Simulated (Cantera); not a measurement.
What does this Cantera script print?

```python
import numpy as np
import cantera as ct

gas = ct.Solution("h2o2.yaml")
gas.TPX = 1200, 1333, {'H2': 0.048, 'O2': 1}
reactor = ct.IdealGasConstPressureReactor(gas, energy="off", clone=False)
net = ct.ReactorNet([reactor])
net.rtol, net.atol = 1e-08, 1e-18
show = ['H2', 'O2', 'O', 'OH', 'H2O', 'H', 'H2O2']
times = np.geomspace(0.0003, 1, 11)

steps = ct.SolutionArray(gas, extra=["t"])
rows = []
print(f"{'t/s':>10s}{'T/K':>9s}{'P/Pa':>11s}" + "".join(f"{s:>11s}" for s in show))
for t in times:
    while net.time < t:
        t_next = net.step()
        steps.append(gas.state, t=t_next)
    rows.append([np.interp(t, steps.t, y) for y in (steps.T, steps.P, *steps(*show).X.T)])
    print(f"{t:10.3e}{rows[-1][0]:9.1f}{rows[-1][1]:11.4g}" + "".join(f"{x:11.3e}" for x in rows[-1][2:]))
rate = np.gradient(steps.T, steps.t)
print("integrator steps:", len(steps.t))
if steps.T.max() > steps.T[0] + 200:
    print(f"time of steepest temperature rise: {steps.t[rate.argmax()]:.4e} s")
gas.TPX = 1200, 1333, {'H2': 0.048, 'O2': 1}
gas.equilibrate("TP")
print(f"equilibrium (TP): T = {gas.T:.1f} K  " + "  ".join(f"{s} {gas[s].X[0]:.3e}" for s in show))
```

Result:

```
       t/s      T/K       P/Pa         H2         O2          O         OH        H2O          H       H2O2
 3.000e-04   1200.0       1333  4.580e-02  9.542e-01  2.331e-08  1.621e-08  2.302e-08  1.169e-08  6.675e-12
 6.752e-04   1200.0       1333  4.580e-02  9.542e-01  3.170e-07  2.103e-07  4.305e-07  1.394e-07  3.398e-11
 1.519e-03   1200.0       1333  4.566e-02  9.541e-01  7.299e-05  4.813e-05  1.050e-04  3.180e-05  3.395e-10
 3.420e-03   1200.0       1333  2.296e-03  9.207e-01  2.691e-02  4.507e-03  3.699e-02  8.593e-03  1.517e-07
 7.696e-03   1200.0       1333  6.745e-04  9.212e-01  2.836e-02  3.041e-03  4.079e-02  5.926e-03  7.826e-08
 1.732e-02   1200.0       1333  5.502e-04  9.277e-01  2.268e-02  2.754e-03  4.209e-02  4.259e-03  7.984e-08
 3.898e-02   1200.0       1333  3.594e-04  9.370e-01  1.441e-02  2.233e-03  4.386e-02  2.173e-03  8.022e-08
 8.773e-02   1200.0       1333  1.637e-04  9.458e-01  6.427e-03  1.511e-03  4.544e-02  6.494e-04  7.381e-08
 1.974e-01   1200.0       1333  5.067e-05  9.507e-01  1.973e-03  8.428e-04  4.629e-02  1.106e-04  5.598e-08
 4.443e-01   1200.0       1333  1.244e-05  9.524e-01  4.849e-04  4.194e-04  4.663e-02  1.351e-05  3.327e-08
 1.000e+00   1200.0       1333  2.949e-06  9.529e-01  1.155e-04  2.052e-04  4.676e-02  1.574e-06  1.623e-08
integrator steps: 1260
equilibrium (TP): T = 1200.0 K  H2 5.319e-09  O2 9.531e-01  O 2.133e-07  OH 8.831e-06  H2O 4.687e-02  H 1.255e-10  H2O2 1.266e-10
```

Computed with Cantera and the H2/O2 subset of GRI-Mech 3.0, which has no nitrogen chemistry. Radical loss at walls, strong at low pressure, is not modelled. The temperature is held fixed by assumption; the heat of reaction is taken as removed at once.
